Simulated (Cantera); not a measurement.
A perfectly stirred reactor is fed with CH4 : H2 = 1 : 9.5 (molar parts), at 0.420 Torr; it is held at 1200 K, and followed from long to short residence time.

Computed with Cantera and GRI-Mech 3.0 (53 species, 325 reactions). GRI-Mech 3.0 stops at C3 and has no aromatics, soot or wall deposition, so with more carbon than oxygen in the feed, carbon stays in small species such as C2H2 where larger ones or solid carbon would form. Radical loss at walls, strong at low pressure, is not modelled.

Problem. What does this change do: temperature 1200 to 1698 K?

Solution. 
| quantity | before | after |
|---|---|---|
| x(CH4) at τ = 6.20 s | 0.0952 | 0.0497 |
| x(H2) at τ = 6.20 s | 0.905 | 0.928 |
| x(CH2) at τ = 6.20 s | <1e-12 | 1.39e-6 |
| x(C2H4) at τ = 6.20 s | 7.85e-11 | 0.000253 |
| x(H) at τ = 6.20 s | 6.60e-8 | 0.00126 |
| x(CH4) at τ = 53.0 ms | 0.0952 | 0.0951 |
| x(H2) at τ = 53.0 ms | 0.905 | 0.905 |
| x(CH2) at τ = 53.0 ms | <1e-12 | 3.68e-9 |
| x(C2H4) at τ = 53.0 ms | <1e-12 | 7.11e-7 |
| x(H) at τ = 53.0 ms | 5.74e-10 | 3.98e-5 |
